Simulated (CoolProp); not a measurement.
Vapour-liquid equilibrium of R152A (1) + n-butane (2) at 334.8 K; x and y are mole fractions of (1).

Model: multi-fluid Helmholtz-energy mixture model, Outcalt 1996 and Bücker 2006; pair parameters Bell 2016, in CoolProp.

```csv
x,bubble pressure (kPa),y at the bubble point,dew pressure at overall composition x (kPa),liquid density (mol/L)
0.05,821.4,0.198,698.6,9.122
0.15,1056,0.398,777.4,9.242
0.25,1217,0.502,873.2,9.377
0.35,1331,0.571,990.5,9.536
0.45,1418,0.625,1133,9.731
0.55,1485,0.675,1297,9.974
0.65,1538,0.727,1453,10.28
0.75,1575,0.784,1555,10.66
0.85,1592,0.853,1592,11.13
0.95,1581,0.943,1579,11.70
```

y crosses x between x = 0.85 and 0.95: the model has an azeotrope there.

Pair parameters are fitted to limited data, so mixtures are less certain than the pure fluids.
